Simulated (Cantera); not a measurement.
Equilibrium for calcination and drying: MgSO4 + H2O + O2

Feed: 1 mol MgSO4, 1.6 mol H2O, 0.012 mol O2, equilibrated at 10.0 Torr.

Method: chemical equilibrium by Gibbs-energy minimisation in Cantera with the NASA 1993 tables (ideal gas, pure condensed phases). Candidate condensed phases: H2O, H2SO4, Mg, MgO, Mg(OH)2, MgS, MgSO4, S; 26 gas species. Mutual solubility and eutectic melting of coexisting phases are not modelled. Kinetics and transport are ignored.

```csv
T (K),x H2O,x SO2,x O2,x SO3,n MgSO4(s),n MgO(s)
773,0.993,3.34e-8,0.00744,1.92e-8,1.00,0
873,0.993,2.90e-5,0.00746,2.90e-6,1.000,0
973,0.985,0.00523,0.0100,0.000151,0.991,0.00875
1073,0.778,0.141,0.0766,0.00368,0.702,0.298
1173,0.515,0.317,0.163,0.00475,0,1.00
1273,0.515,0.319,0.164,0.00220,0,1.00
1373,0.514,0.320,0.164,0.00114,0,1.00
1473,0.514,0.321,0.164,0.000645,0,1.00
1573,0.514,0.321,0.164,0.000393,0,1.000
1673,0.513,0.321,0.164,0.000255,0,1.000
```
x: gas mole fraction; n: condensed amount in mol.

From 773 K to 873 K the condensed part is MgSO4(s). From 973 K to 1073 K the condensed part is MgO(s) + MgSO4(s). From 1173 K to 1673 K the condensed part is MgO(s).
